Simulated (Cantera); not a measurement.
A closed system holds: 1 mol Ta₂O₅, 1.4 mol CO, equilibrated at 10.0 mbar.

Cantera equilibrium calculation (NASA polynomials, part measured and part estimated; ideal gas, pure solids and liquids). Candidate condensed phases: C, Ta, TaC, Ta₂O₅; 15 gas species. Mutual solubility and eutectic melting of coexisting phases are not modelled. TaC: taken at fixed stoichiometry. Condensed phases not in the tables: Ta₂C. Rates play no part.

x: gas mole fraction; n: condensed amount in mol.

```csv
T (K),x CO,x TaO₂,x CO₂,x TaO,n TaC(s),n Ta₂O₅(s),n Ta₂O₅(l)
1573,0.999,?,0.000554,5.17e-11,0.000221,1.000,0
1673,0.999,?,0.000550,1.70e-9,0.000220,1.000,0
1773,0.999,?,0.000547,3.72e-8,0.000219,1.000,0
1873,0.999,?,0.000545,5.80e-7,0.000216,1.000,0
1973,0.999,?,0.000544,6.81e-6,0.000203,1.000,0
2073,0.999,?,0.000538,6.16e-5,0,0,1.000
2173,0.998,?,0.000886,0.000184,0,0,0.999
```

Q: Complete the blanks.

A: 
- 1573, x TaO₂: 2.41e-9
- 1673, x TaO₂: 4.69e-8
- 1773, x TaO₂: 6.45e-7
- 1873, x TaO₂: 6.63e-6
- 1973, x TaO₂: 5.33e-5
- 2073, x TaO₂: 0.000340
- 2173, x TaO₂: 0.00122
